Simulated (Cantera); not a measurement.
Charge: 1 mol CH3Cl, 0.37 mol F2, at 2723 K and 0.133 bar.

Equilibrium computed with Cantera from the NASA thermochemical tables; the gas is ideal and each condensed phase is pure. Candidate condensed phases: C, C6H6, C7H8, C8H18; 118 gas species. Kinetics and transport are ignored.

Base state: HCl 0.312, HF 0.287, H2 0.235, H 0.0823, Cl 0.0758, C2H2 (acetylene) 0.00603, F 0.000357, C2H 0.000233 (mole fractions); condensed: C(graphite).

Question: What changes in the equilibrium state with this change: CH3Cl replaced by CF4?

Answer: 
```csv
species,before,after
F,0.000357,0.694
CF2,4.60e-7,0.219
CF4,<1e-9,0.0676
HCl,0.312,0
HF,0.287,0
H2,0.235,0
H,0.0823,0
Cl,0.0758,0
CF3,<1e-9,0.0134
C2H2 (acetylene),0.00603,0
C2H,0.000233,0
C2HCl,0.000128,0
C4H2,6.41e-5,0
"C(graphite), mol",0.965,0
```
Gases not in the tables: C2F6 and larger saturated fluorocarbons.

Question: What changes in the equilibrium state with this change: CH3Cl replaced by c-C4F8?

Answer: 
| species | before | after |
|---|---|---|
| CF2 | 4.60e-7 | 0.527 |
| F | 0.000357 | 0.382 |
| CF4 | <1e-9 | 0.0493 |
| HCl | 0.312 | 0 |
| HF | 0.287 | 0 |
| H2 | 0.235 | 0 |
| H | 0.0823 | 0 |
| Cl | 0.0758 | 0 |
| CF3 | <1e-9 | 0.0178 |
| CF | 2.18e-5 | 0.0234 |
| C2H2 (acetylene) | 0.00603 | 0 |
| C2H | 0.000233 | 0 |
| C(graphite), mol | 0.965 | 0.842 |
The feed counts by its element totals alone. The tables' values for C2F4 are old estimates; treat these amounts as uncertain. Gases not in the tables: C2F6 and larger saturated fluorocarbons.
